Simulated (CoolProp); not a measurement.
A simple Rankine cycle with R152A: condensing at 332.15 K, boiler at 3.57 MPa, turbine inlet 376.2 K, turbine efficiency 0.6, pump efficiency 0.8, no recuperator. Each further row changes one setting.

Values from CoolProp's reference Helmholtz-energy equation of state, Outcalt 1996. It is a modified Benedict-Webb-Rubin equation, recast in Helmholtz form.

```
case                             thermal efficiency (%)  net work (kJ/kg)  heat in (kJ/kg)  turbine exit temperature (K)  volume ratio over the turbine
-------------------------------  ----------------------  ----------------  ---------------  ----------------------------  -----------------------------
as stated                                           [?]              11.2              231                         332.2                            [?]
turbine inlet 396.2 K                               5.4              15.0              279                         354.1                           2.64
condensing temperature 324.15 K                     [?]              14.3              [?]                         324.2                           3.57
boiler pressure 2.5 MPa                             3.5               [?]              271                         352.4                           1.77
turbine efficiency 0.5                              [?]              8.82              231                         332.2                           2.92
```

Q: Fill in the missing entries.

A: 
- as stated, thermal efficiency (%): 4.9
- as stated, volume ratio over the turbine: 2.89
- condensing temperature 324.15 K, thermal efficiency (%): 5.8
- condensing temperature 324.15 K, heat in (kJ/kg): 247
- boiler pressure 2.5 MPa, net work (kJ/kg): 9.51
- turbine efficiency 0.5, thermal efficiency (%): 3.8

The expansion ends wet for: as stated; condensing temperature 324.15 K; turbine efficiency 0.5.
